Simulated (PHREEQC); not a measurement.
Make-up at 35 °C: 0.0015 mol ZnCl2 and 2.4e-05 mol Na2HAsO4 per kg of water. Closed to the air; pH follows from the charge balance.

All values are PHREEQC results (ion-association model, wateq4f.dat), not measurements.

Precipitation was switched off in this run.

Question: What pH does the model give?

Answer: pH 6.74.

Question: In which forms is As present?

Answer: H2AsO4- 67 %, HAsO4-2 33 % of the As.

The database has no arsenate complexes of Zn.
